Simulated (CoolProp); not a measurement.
Vapour-liquid equilibrium of n-butane (1) + R113 (2) at 44.9 kPa; x and y are mole fractions of (1).

Model: multi-fluid Helmholtz-energy mixture model, Bücker 2006 and Marx 1992; pair parameters Bell 2016, in CoolProp.

| x | bubble temperature (°C) | y at the bubble point | dew temperature at overall composition x (°C) | liquid density (mol/L) |
|---|---|---|---|---|
| 0.05 | 18.2 | 0.274 | [?] | 8.492 |
| 0.15 | [?] | 0.576 | 21.5 | 8.759 |
| 0.25 | 1.1 | 0.724 | 18.9 | 8.995 |
| 0.35 | [?] | 0.808 | 16.0 | 9.216 |
| 0.45 | -7.6 | 0.861 | 12.8 | 9.431 |
| 0.55 | -10.7 | [?] | 9.1 | 9.645 |
| 0.65 | [?] | 0.927 | 4.8 | 9.863 |
| 0.75 | -15.4 | 0.951 | -0.3 | 10.09 |
| 0.85 | -17.3 | [?] | -6.8 | 10.32 |
| 0.95 | -19.2 | 0.990 | [?] | [?] |

Question: Fill in the missing entries.

Answer: 
- 0.05, dew temperature at overall composition x (°C): 23.9
- 0.15, bubble temperature (°C): 8.1
- 0.35, bubble temperature (°C): -3.9
- 0.55, y at the bubble point: 0.899
- 0.65, bubble temperature (°C): -13.2
- 0.85, y at the bubble point: 0.971
- 0.95, dew temperature at overall composition x (°C): -15.3
- 0.95, liquid density (mol/L): 10.57

No azeotrope shows between x = 0.05 and 0.95.

Pair parameters are fitted to limited data, so mixtures are less certain than the pure fluids.
